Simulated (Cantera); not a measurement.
An isothermal, constant-pressure homogeneous reactor starts with 84.7 % NO, 15.3 % N2, at 2048 K and 8.25 Torr.

Model: GRI-Mech 3.0 (53 species, 325 reactions), integrated in Cantera. Radical loss at walls, strong at low pressure, is not modelled.

Predict: x(NO) at 40.0 s; x(O2) at 40.0 s; x(N2O) at 40.0 s; x(O) at 40.0 s; x(N2) at 40.0 s; x(NO2) at 40.0 s.


```json
{
 "x(NO) at 40.0 s": "0.0149 (gas-phase equilibrium 0.0104)",
 "x(O2) at 40.0 s": "0.412 (gas-phase equilibrium 0.414)",
 "x(N2O) at 40.0 s": "7.02e-8 (gas-phase equilibrium 5.22e-8)",
 "x(O) at 40.0 s": "0.00590 (gas-phase equilibrium 0.00592)",
 "x(N2) at 40.0 s": "0.567 (gas-phase equilibrium 0.569)",
 "x(NO2) at 40.0 s": "3.49e-6 (gas-phase equilibrium 2.45e-6)"
}
```
